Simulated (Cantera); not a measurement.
An isothermal, constant-pressure homogeneous reactor starts with H₂ : O₂ : N₂ = 0.024 : 1 : 0.38 (molar parts), at 1250 K and 12.8 Torr.

Computed with Cantera and the H2/O2 subset of GRI-Mech 3.0, which has no nitrogen chemistry. Radical loss at walls, strong at low pressure, is not modelled.

x: mole fraction; the columns are a selection and need not sum to one.

```tsv
t (s)	x H₂	x O₂	x H₂O	x O	x HO₂	x OH
4.00e-6	0.0171	0.712	<1e-12	7.41e-12	1.41e-10	7.37e-12
2.49e-5	0.0171	0.712	1.47e-11	2.39e-10	8.80e-10	2.32e-10
0.000155	0.0171	0.712	1.92e-9	5.05e-9	5.49e-9	4.33e-9
0.000964	0.0171	0.712	4.51e-7	3.92e-7	3.53e-8	2.84e-7
0.00600	0.000229	0.698	0.0153	0.0131	1.54e-6	0.00165
0.0373	?	0.701	0.0160	?	?	?
0.232	2.63e-5	0.708	0.0168	0.00216	6.43e-7	0.000614
1.45	1.50e-6	0.710	0.0172	0.000122	1.00e-7	0.000148
9.00	8.13e-8	0.710	0.0172	6.67e-6	1.05e-8	3.46e-5
```

Q: What belongs in the gaps?

A: 
- 0.0373, x H₂: 0.000110
- 0.0373, x O: 0.00939
- 0.0373, x HO₂: 1.26e-6
- 0.0373, x OH: 0.00125
